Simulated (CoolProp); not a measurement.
The numbers come from the reference Helmholtz-energy equation of state, Span 1996 in CoolProp.

### Question
For carbon dioxide, give the phase and the viscosity (µPa s) at 325.5 K and 1.76 bar; 325.5 K and 245 bar.

### Answer
- 325.5 K and 1.76 bar: gas; viscosity 16.2
- 325.5 K and 245 bar: supercritical; viscosity 75.6

Viscosity comes from a separate model (Laesecke 2017).
